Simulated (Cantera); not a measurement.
A Cantera script and what it prints.

```python
import numpy as np
import cantera as ct

gas_names = """
    H H2 H2S N NH NH2 NH3 N2 N2H2 N2H4 Pb PbS Pb2 S SH SN S2 S8
""".split()
cond_names = """
    Pb(cr) Pb(L) PbS(s) PbS(L) S(cr1) S(cr2) S(L)
""".split()


# ... load() reads the species with a 1 bar reference pressure and builds the phases ...
atoms = {
    'PbS': {'Pb': 1, 'S': 1},
    'H2': {'H': 2},
    'N2': {'N': 2},
}
top_T = {}  # K; cautious upper limits of use, not melting points


# ... equilibrate(T, P, feed) seeds the gas with the atoms and calls Mixture.equilibrate('TP', solver="vcs", rtol=1e-11, max_steps=5000) ...
results = []
feed = {'PbS': 1, 'H2': 130, 'N2': 0.49}  # mol
T = 850  # K
for P in [10, 68, 460, 3200, 22000, 150000, 1000000]:
    mix = equilibrate(T, P, feed)
    results.append((T, P, feed, dict(zip(mix.species_names, mix.species_moles))))
    x = sorted(zip(gas.X, gas.species_names), reverse=True)
    print(f"T = {T:g} K  P = {P:g} Pa  gas = {mix.phase_moles(0):.4g} mol")
    print("   x: " + "  ".join(f"{s} {v:.3e}" for v, s in x if v > 0.001))
    print("   condensed (mol): " + ("  ".join(f"{mix.phase(i).name} {mix.phase_moles(i):.4g}"
          for i in range(1, mix.n_phases) if mix.phase_moles(i) > 1e-12) or "none"))
```

It prints:

```
T = 850 K  P = 10 Pa  gas = 131.5 mol
   x: H2 9.860e-01  PbS 4.985e-03  N2 3.727e-03  Pb 2.620e-03  H2S 2.620e-03
   condensed (mol): none
T = 850 K  P = 68 Pa  gas = 130.7 mol
   x: H2 9.910e-01  N2 3.749e-03  H2S 3.554e-03  PbS 1.202e-03
   condensed (mol): Pb(L) 0.4034  PbS(s) 0.3783
T = 850 K  P = 460 Pa  gas = 130.5 mol
   x: H2 9.924e-01  N2 3.754e-03  H2S 3.559e-03
   condensed (mol): Pb(L) 0.4555  PbS(s) 0.5122
T = 850 K  P = 3200 Pa  gas = 130.5 mol
   x: H2 9.926e-01  N2 3.753e-03  H2S 3.560e-03
   condensed (mol): Pb(L) 0.4633  PbS(s) 0.5321
T = 850 K  P = 22000 Pa  gas = 130.5 mol
   x: H2 9.927e-01  N2 3.743e-03  H2S 3.560e-03
   condensed (mol): Pb(L) 0.4644  PbS(s) 0.535
T = 850 K  P = 150000 Pa  gas = 130.5 mol
   x: H2 9.926e-01  N2 3.672e-03  H2S 3.560e-03
   condensed (mol): Pb(L) 0.4644  PbS(s) 0.5355
T = 850 K  P = 1e+06 Pa  gas = 130.4 mol
   x: H2 9.922e-01  H2S 3.558e-03  N2 3.237e-03  NH3 1.044e-03
   condensed (mol): Pb(L) 0.4638  PbS(s) 0.5362
```

These are equilibrium values from Cantera (NASA tables, ideal gas, pure condensed phases), not measurements of a reactor.
